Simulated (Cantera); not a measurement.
# Thermodynamics of calcination and drying, feed CsOH + H2 + H2O

Charge: 1 mol CsOH, 0.066 mol H2, 0.06 mol H2O, held at 53.0 mbar.

These are equilibrium values from Cantera (NASA tables, ideal gas, pure condensed phases), not measurements of a reactor. Candidate condensed phases: Cs, CsOH, H2O; 15 gas species. Rates play no part.

From 577 °C to 677 °C the condensed part is CsOH(l). From 777 °C to 1877 °C nothing is condensed. The main Cs-bearing gas is Cs2(OH)2 at 577 °C and CsOH at 1877 °C.

```csv
T (°C),log p CsOH,log p H2,log p H2O,log p Cs,log p Cs2(OH)2,log p O2,n CsOH(l)
577,-2.51,-1.60,-1.64,-5.36,-2.66,<-13,0.980
677,-1.67,-1.91,-1.94,-3.81,-2.11,<-13,0.805
777,-1.38,-2.57,-2.38,-2.95,-2.44,<-13,0
877,-1.36,-2.69,-2.31,-2.69,-3.15,<-13,0
977,-1.37,-2.82,-2.24,-2.52,-3.79,<-13,0
1077,-1.38,-2.98,-2.18,-2.41,-4.35,-11.78,0
1177,-1.39,-3.18,-2.14,-2.34,-4.84,-9.97,0
1277,-1.40,-3.40,-2.11,-2.29,-5.25,-8.30,0
1377,-1.41,-3.64,-2.09,-2.26,-5.61,-6.76,0
1477,-1.41,-3.88,-2.08,-2.25,-5.93,-5.35,0
1577,-1.42,-4.06,-2.07,-2.22,-6.22,-4.16,0
1677,-1.44,-4.05,-2.05,-2.14,-6.51,-3.42,0
1777,-1.49,-3.88,-2.01,-2.03,-6.82,-3.03,0
1877,-1.55,-3.66,-1.98,-1.93,-7.15,-2.79,0
```
log p: log10 of the partial pressure in bar; n: condensed amount in mol.
